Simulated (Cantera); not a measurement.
# Ti + CO + H2 (metals in furnace atmospheres)

Feed: 1 mol Ti, 0.73 mol CO, 54 mol H2, equilibrated at 1.00 Torr.

Method: chemical equilibrium by Gibbs-energy minimisation in Cantera with the NASA 1993 tables (ideal gas, pure condensed phases). Candidate condensed phases: C, C6H6, C7H8, C8H18, H2O, Ti, TiC, TiO, TiO2, Ti2O3, Ti3O5, Ti4O7; 113 gas species. Mutual solubility and eutectic melting of coexisting phases are not modelled. TiC, TiO: taken at fixed stoichiometry. Condensed phases not in the tables: solid solutions among these carbides, nitrides and lower oxides. The numbers say what is thermodynamically allowed, not how fast it happens.

| T (°C) | x H2 | x H | x CO | x CH4 | x H2O | x TiO | x Ti | x CO2 | n TiC(s) | n Ti2O3(s) | n TiO(s) |
|---|---|---|---|---|---|---|---|---|---|---|---|
| 802 | 0.998 | 4.01e-7 | 0.00239 | 9.64e-6 | 2.50e-6 | <1e-12 | <1e-12 | 6.45e-9 | 0.600 | 0.200 | 0 |
| 852 | 0.998 | 1.22e-6 | 0.00240 | 2.81e-6 | 2.80e-6 | <1e-12 | <1e-12 | 6.12e-9 | 0.600 | 0.200 | 0 |
| 902 | 0.998 | 3.35e-6 | 0.00240 | 9.09e-7 | 3.09e-6 | <1e-12 | <1e-12 | 5.81e-9 | 0.600 | 0.200 | 0 |
| 952 | 0.998 | 8.53e-6 | 0.00240 | 3.23e-7 | 3.38e-6 | <1e-12 | <1e-12 | 5.55e-9 | 0.600 | 0.200 | 0 |
| 1002 | 0.998 | 2.02e-5 | 0.00240 | 1.25e-7 | 3.67e-6 | <1e-12 | <1e-12 | 5.31e-9 | 0.600 | 0.200 | 0 |
| 1052 | 0.998 | 4.47e-5 | 0.00240 | 5.18e-8 | 3.95e-6 | 8.69e-12 | <1e-12 | 5.10e-9 | 0.600 | 0.200 | 0 |
| 1102 | 0.998 | 9.37e-5 | 0.00240 | 2.30e-8 | 4.22e-6 | 7.52e-11 | 3.44e-12 | 4.91e-9 | 0.600 | 0.200 | 0 |
| 1152 | 0.997 | 0.000187 | 0.00240 | 1.08e-8 | 4.49e-6 | 5.57e-10 | 4.06e-11 | 4.75e-9 | 0.600 | 0.200 | 0 |
| 1202 | 0.995 | 0.000354 | 0.00424 | 7.58e-9 | 5.88e-6 | 3.14e-9 | 2.84e-10 | 1.01e-8 | 0.500 | 0 | 0.500 |
| 1252 | 0.995 | 0.000646 | 0.00424 | 4.39e-9 | 5.55e-6 | 1.44e-8 | 2.18e-9 | 8.78e-9 | 0.500 | 0 | 0.500 |
| 1302 | 0.995 | 0.00114 | 0.00424 | 2.63e-9 | 5.25e-6 | 5.95e-8 | 1.46e-8 | 7.71e-9 | 0.500 | 0 | 0.500 |
| 1352 | 0.994 | 0.00193 | 0.00423 | 1.63e-9 | 4.98e-6 | 2.25e-7 | 8.73e-8 | 6.83e-9 | 0.500 | 0 | 0.500 |
| 1402 | 0.993 | 0.00317 | 0.00423 | 1.04e-9 | 4.73e-6 | 7.84e-7 | 4.67e-7 | 6.09e-9 | 0.500 | 0 | 0.500 |
| 1452 | 0.991 | 0.00506 | 0.00423 | 6.82e-10 | 4.50e-6 | 2.53e-6 | 2.26e-6 | 5.46e-9 | 0.500 | 0 | 0.500 |
x: gas mole fraction; n: condensed amount in mol.

From 802 °C to 1152 °C the condensed part is TiC(s) + Ti2O3(s). From 1202 °C to 1452 °C the condensed part is TiC(s) + TiO(s).
